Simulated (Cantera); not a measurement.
A closed system holds: 1 mol CF4, 0.37 mol HCl, 0.12 mol H2, equilibrated at 44.0 mbar.

Equilibrium computed with Cantera from the NASA thermochemical tables; the gas is ideal and each condensed phase is pure. Candidate condensed phases: C, C6H6, C7H8, C8H18; 118 gas species. Gases not in the tables: C2F6 and larger saturated fluorocarbons. The numbers say what is thermodynamically allowed, not how fast it happens.

x: gas mole fraction; n: condensed amount in mol.

```json
[
 {"T (K)": "1023", "x CF4": "0.570", "x HF": "0.229", "x Cl": "0.000471", "x HCl": "0.158", "x Cl2": "0.0329", "x CClF3": "0.00957", "n C(graphite)": "0.0862"},
 {"T (K)": "1098", "x CF4": "0.559", "x HF": "0.252", "x Cl": "0.00148", "x HCl": "0.132", "x Cl2": "0.0442", "x CClF3": "0.0104", "n C(graphite)": "0.0956"},
 {"T (K)": "1173", "x CF4": "0.550", "x HF": "0.273", "x Cl": "0.00391", "x HCl": "0.109", "x Cl2": "0.0535", "x CClF3": "0.0108", "n C(graphite)": "0.104"},
 {"T (K)": "1248", "x CF4": "0.541", "x HF": "0.290", "x Cl": "0.00895", "x HCl": "0.0894", "x Cl2": "0.0601", "x CClF3": "0.0109", "n C(graphite)": "0.112"},
 {"T (K)": "1323", "x CF4": "0.532", "x HF": "0.303", "x Cl": "0.0182", "x HCl": "0.0723", "x Cl2": "0.0631", "x CClF3": "0.0107", "n C(graphite)": "0.119"},
 {"T (K)": "1398", "x CF4": "0.523", "x HF": "0.314", "x Cl": "0.0332", "x HCl": "0.0576", "x Cl2": "0.0620", "x CClF3": "0.0102", "n C(graphite)": "0.124"},
 {"T (K)": "1473", "x CF4": "0.513", "x HF": "0.321", "x Cl": "[?]", "x HCl": "[?]", "x Cl2": "[?]", "x CClF3": "[?]", "n C(graphite)": "0.130"},
 {"T (K)": "1548", "x CF4": "0.502", "x HF": "0.326", "x Cl": "0.0824", "x HCl": "0.0340", "x Cl2": "0.0467", "x CClF3": "0.00824", "n C(graphite)": "0.134"},
 {"T (K)": "1623", "x CF4": "0.491", "x HF": "0.329", "x Cl": "0.112", "x HCl": "0.0248", "x Cl2": "0.0351", "x CClF3": "0.00690", "n C(graphite)": "0.138"},
 {"T (K)": "1698", "x CF4": "0.481", "x HF": "0.330", "x Cl": "0.140", "x HCl": "0.0174", "x Cl2": "0.0238", "x CClF3": "0.00550", "n C(graphite)": "0.141"},
 {"T (K)": "1773", "x CF4": "0.472", "x HF": "0.330", "x Cl": "[?]", "x HCl": "[?]", "x Cl2": "[?]", "x CClF3": "[?]", "n C(graphite)": "0.142"},
 {"T (K)": "1848", "x CF4": "0.462", "x HF": "0.329", "x Cl": "0.176", "x HCl": "0.00794", "x Cl2": "0.00877", "x CClF3": "0.00315", "n C(graphite)": "0.140"}
]
```

Question: Some entries are withheld; supply them.

Answer: 
- 1473, x Cl: 0.0549
- 1473, x HCl: 0.0449
- 1473, x Cl2: 0.0563
- 1473, x CClF3: 0.00938
- 1773, x Cl: 0.161
- 1773, x HCl: 0.0119
- 1773, x Cl2: 0.0148
- 1773, x CClF3: 0.00422
